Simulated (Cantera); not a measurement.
An adiabatic, constant-pressure homogeneous reactor starts with C3H8 : O2 : N2 = 1 : 2.38 : 8.95 (molar parts), equivalence ratio 2.1, at 1798 K and 3750 Torr.

Model: GRI-Mech 3.0 (53 species, 325 reactions), integrated in Cantera. GRI-Mech 3.0 was tuned for natural gas; its chemistry of propane as a main component is partial and can be far from experiment.

One state of this run: T (K) = 2792; x C3H8 = <1e-12; x O2 = 3.39e-5; x O = 0.000138; x H2O = 0.0913; x CH2CO = <1e-12; x HCN = 8.32e-7. x: mole fraction; the columns are a selection and need not sum to one.

**Question.** Which value of t (s) does it belong to?
A. 2.00e-6
B. 2.17e-5
C. 0.303
D. 6.59e-6

**Answer.** C, 0.303
